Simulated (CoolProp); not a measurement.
Properties of carbon monoxide along the isobar 10300 kPa (Tc = 132.9 K, pc = 3498 kPa, ω = 0.050).

Values from CoolProp's reference Helmholtz-energy equation of state, Lemmon 2006. It is a short technical equation, of lower accuracy than the large ones.

```tsv
T (K)	phase	expansivity (1/kK)	fugacity coefficient
74.4	liquid	4.393	0.006750
78	liquid	4.514	0.01060
81.6	liquid	4.651	0.01588
85.3	liquid	4.809	0.02306
88.9	liquid	4.982	0.03199
92.6	liquid	5.181	0.04336
96.2	liquid	5.399	0.05672
99.8	liquid	5.643	0.07243
103.5	liquid	5.926	0.09106
107.1	liquid	6.237	0.1116
110.8	liquid	6.600	0.1351
114.4	liquid	7.002	0.1602
118.1	liquid	7.475	0.1880
121.7	liquid	8.003	0.2169
125.3	liquid	8.611	0.2474
```
